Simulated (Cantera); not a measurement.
Input: 1 mol SiCl4, 10 mol NH3, 3.1 mol N2, equilibrated at 520 Pa.

Equilibrium computed with Cantera from the NASA thermochemical tables; the gas is ideal and each condensed phase is pure. Candidate condensed phases: NH4Cl, Si, Si3N4; 28 gas species. The tables' values for SiCl3, SiCl are old estimates; treat these amounts as uncertain. Gases not in the tables: Si2H6 and higher silanes. Kinetics and transport are ignored.

x: gas mole fraction; n: condensed amount in mol.

```csv
T (K),x H2,x N2,x HCl,x SiCl2,x H,n Si3N4(s),n Si(l)
1325,0.533,0.305,0.161,0.000945,1.66e-5,0.324,0
1400,0.535,0.306,0.156,0.00316,4.93e-5,0.305,0
1475,0.538,0.308,0.145,0.00839,0.000132,[?],0
1550,0.544,0.312,0.126,0.0173,0.000322,[?],0
1625,0.550,0.318,0.103,0.0284,0.000726,[?],0
1700,0.556,0.322,0.0799,0.0391,0.00152,[?],0
1775,0.554,0.322,0.0813,0.0382,0.00299,[?],0.0124
```

### Question
Some entries are withheld; supply them.

### Answer

- 1475, n Si3N4(s): 0.261
- 1550, n Si3N4(s): 0.187
- 1625, n Si3N4(s): 0.0940
- 1700, n Si3N4(s): 0.000845
- 1775, n Si3N4(s): 0
